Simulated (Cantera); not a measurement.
Charge: 1 mol SiHCl₃, 0.0038 mol C₃H₈, 5.9 mol H₂, held at 750 Torr.

Cantera equilibrium calculation (NASA polynomials, part measured and part estimated; ideal gas, pure solids and liquids). Candidate condensed phases: C, C₆H₆, C₇H₈, C₈H₁₈, Si, SiC; 109 gas species. Mutual solubility and eutectic melting of coexisting phases are not modelled. The tables' values for SiCl₃, SiCl are old estimates; treat these amounts as uncertain. Gases not in the tables: Si₂H₆ and higher silanes. Equilibrium is a limit: real reactors are often held back by kinetics, nucleation or transport. All values below are at 2198 K.

Base state: H₂ 0.714, HCl 0.184, SiCl₂ 0.0920, H 0.00470, SiCl₃ 0.00245, SiCl 0.000983, Cl 0.000884, Si 0.000362 (mole fractions); condensed: Si(l) + SiC(s).

**Question.** What changes in the equilibrium state with this change: pressure from 750 Torr to 10.0 Torr?

**Answer.** 
```tsv
species	before	after
H₂	0.714	0.658
HCl	0.184	0.177
SiCl₂	0.0920	0.0827
H	0.00470	0.0391
Si	0.000362	0.0243
SiH₂Cl₂	5.43e-5	6.00e-7
CH₄	1.43e-5	1.63e-7
SiHCl₃	0.000123	1.42e-6
Si(l), mol	0.224	0
SiC(s), mol	0.0108	0
```
The tables' values for SiCl, SiCl₃ are old estimates; treat these amounts as uncertain.
